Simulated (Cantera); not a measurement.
Input: 1 mol Ti(OiPr)₄, 1.6 mol H₂O, 17 mol H₂, held at 1750 K and 0.0780 bar.

Cantera equilibrium calculation (NASA polynomials, part measured and part estimated; ideal gas, pure solids and liquids). Candidate condensed phases: C, C₆H₆, C₇H₈, C₈H₁₈, H₂O, Ti, TiC, TiO, TiO₂, Ti₂O₃, Ti₃O₅, Ti₄O₇; 113 gas species. The feed counts by its element totals alone. TiC: taken at fixed stoichiometry. Kinetics and transport are ignored.

What is the equilibrium state?


| Item | Result |
|---|---|
| x(H₂) | 0.853 |
| x(CO) | 0.147 |
| x(H) | 0.000769 |
| x(C₂H₂ (acetylene)) | 9.80e-5 |
| x(CH₄) | 5.18e-5 |
| x(H₂O) | 3.59e-6 |
| n(C(graphite)) | 5.39 mol |
| n(TiC(s)) | 1.00 mol |
| gas amount | 38.21 mol |
| log10 activity of Ti(β) (absent) | -4.84 |
| log10 activity of Ti₂O₃(s) (absent) | -7.88 |
| log10 activity of Ti₃O₅(s) (absent) | -13.07 |
